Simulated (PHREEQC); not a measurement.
# Brine: speciation

Make-up at 20 °C: 0.38 mol Na2CO3 and 0.097 mol K2SO4 per kg of water. Closed to the air; pH follows from the charge balance.

The numbers come from PHREEQC with the Pitzer model, pitzer.dat.

Each row changes one thing in this solution. This is a speciation only: nothing precipitates in the calculation.

| case | pH | ionic strength (mol/kgw) |
|---|---|---|
| as made | 11.64 | 1.43 |
| Na2CO3 left out | 7.33 | ___ |
| temperature from 20 to 70 °C | ___ | 1.42 |
| K2SO4 left out | 11.64 | 1.14 |
| 0.016 mol/kgw NaOH added | 12.23 | ___ |
| Na2CO3 from 0.38 to 0.038 mol/kgw | 11.24 | 0.403 |
| diluted 5-fold with water | ___ | ___ |
| temperature from 20 to 65 °C | 10.88 | 1.42 |

Problem. Fill in the missing entries.

Solution. 
- Na2CO3 left out, ionic strength (mol/kgw): 0.291
- temperature from 20 to 70 °C, pH: 10.82
- 0.016 mol/kgw NaOH added, ionic strength (mol/kgw): 1.45
- diluted 5-fold with water, pH: 11.40
- diluted 5-fold with water, ionic strength (mol/kgw): 0.284

In brines, pH and single-ion activities rest on the MacInnes convention. Away from 25 °C the constants follow the database's enthalpies or fits; those with neither stay at their 25 °C values.
